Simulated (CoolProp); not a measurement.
A simple Rankine cycle with n-butane: condensing at 297.15 K, boiler at 3.25 MPa, turbine inlet 455.7 K, turbine efficiency 0.75, pump efficiency 0.8, no recuperator. Each further row changes one setting.

The numbers come from the reference Helmholtz-energy equation of state, Bücker 2006 in CoolProp.

```csv
case,thermal efficiency (%),net work (kJ/kg),heat in (kJ/kg),turbine exit temperature (K),volume ratio over the turbine
as stated,?,?,624,?,15.6
turbine inlet 475.7 K,15.0,102,681,?,?
condensing temperature 289.15 K,?,104,?,377.9,20.0
boiler pressure 2.27 MPa,13.6,?,650,398.3,10.0
turbine efficiency 0.65,13.0,80.8,624,389.5,15.9
```

Q: Fill in the missing entries.

A: 
- as stated, thermal efficiency (%): 15.1
- as stated, net work (kJ/kg): 94.2
- as stated, turbine exit temperature (K): 383.2
- turbine inlet 475.7 K, turbine exit temperature (K): 406.2
- turbine inlet 475.7 K, volume ratio over the turbine: 14.9
- condensing temperature 289.15 K, thermal efficiency (%): 16.2
- condensing temperature 289.15 K, heat in (kJ/kg): 643
- boiler pressure 2.27 MPa, net work (kJ/kg): 88.4
